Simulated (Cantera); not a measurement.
Stirred combustor or abatement burner

A perfectly stirred reactor is fed with CH3OH : O2 : N2 = 1 : 2.5 : 9.4 (molar parts), equivalence ratio 0.60, at 10.0 bar; it is adiabatic with a 400 K inlet, and is followed from long to short residence time, starting on the burning branch (τ in s: 0.06, 0.026, 0.011, 0.005, 0.0022, 0.00097, 0.00042, 0.00019, 8.1e-05, 3.6e-05, 1.6e-05).

Computed with Cantera and GRI-Mech 3.0 (53 species, 325 reactions). GRI-Mech 3.0 was tuned for natural gas; its chemistry of methanol as a main component is partial and can be far from experiment.

```tsv
τ (s)	T (K)	x CH3OH	x O2	x HCN	x CH2O	x N2O	x OH	x NO
0.060	1796	2.05e-6	0.0746	1.21e-10	1.48e-6	6.11e-7	0.000445	1.15e-5
0.026	1795	4.09e-6	0.0746	1.35e-10	2.97e-6	8.07e-7	0.000511	7.87e-6
0.011	1792	8.03e-6	0.0747	1.62e-10	5.87e-6	1.13e-6	0.000608	6.17e-6
0.0050	1789	1.47e-5	0.0748	2.02e-10	1.08e-5	1.53e-6	0.000720	5.39e-6
0.0022	1783	2.73e-5	0.0752	2.61e-10	2.04e-5	1.98e-6	0.000854	4.77e-6
0.00097	1771	5.19e-5	0.0758	3.47e-10	3.91e-5	2.30e-6	0.000981	3.95e-6
0.00042	1747	0.000108	0.0773	4.79e-10	8.22e-5	2.27e-6	0.00103	2.71e-6
0.00019	400	0.0775	0.194	<1e-12	<1e-12	<1e-12	<1e-12	<1e-12
8.1e-5	400	0.0775	0.194	<1e-12	<1e-12	<1e-12	<1e-12	<1e-12
3.6e-5	400	0.0775	0.194	<1e-12	<1e-12	<1e-12	<1e-12	<1e-12
1.6e-5	400	0.0775	0.194	<1e-12	<1e-12	<1e-12	<1e-12	<1e-12
```
x: mole fraction; the columns are a selection and need not sum to one.
